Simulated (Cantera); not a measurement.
**HI + H₂ + N₂ + O₂ (abatement and gas-phase synthesis)**

Input: 1 mol HI, 0.79 mol H₂, 0.27 mol N₂, 0.13 mol O₂, at 0.133 bar.

Equilibrium computed with Cantera from the NASA thermochemical tables; the gas is ideal and each condensed phase is pure. Candidate condensed phases: H₂O, I₂; 50 gas species. Ions and electrons are included (thermal ionisation). The numbers say what is thermodynamically allowed, not how fast it happens.

| T (K) | x H | x H₂ | x I | x N₂ | x H₂O | x O | x HI | x N | x OH |
|---|---|---|---|---|---|---|---|---|---|
| 2000 | 0.00277 | 0.386 | 0.351 | 0.108 | 0.104 | 3.89e-7 | 0.0479 | 8.12e-10 | 7.43e-5 |
| 2500 | 0.0418 | 0.369 | 0.368 | 0.104 | 0.0976 | 0.000171 | 0.0174 | 2.58e-7 | 0.00229 |
| 3000 | 0.220 | 0.259 | 0.335 | 0.0917 | 0.0603 | 0.00887 | 0.00661 | 1.16e-5 | 0.0170 |
| 3500 | 0.491 | 0.0924 | 0.271 | 0.0728 | 0.00606 | 0.0460 | 0.00193 | 0.000164 | 0.0148 |
| 4000 | 0.600 | 0.0189 | 0.248 | 0.0660 | 0.000180 | 0.0597 | 0.000542 | 0.00125 | 0.00335 |
| 4500 | 0.620 | 0.00428 | 0.244 | 0.0625 | 7.71e-6 | 0.0619 | 0.000186 | 0.00616 | 0.000782 |
| 5000 | 0.619 | 0.00124 | 0.241 | 0.0543 | 5.70e-7 | 0.0621 | 7.69e-5 | 0.0212 | 0.000231 |
x: gas mole fraction; nothing condenses.

From 2000 K to 5000 K nothing is condensed.
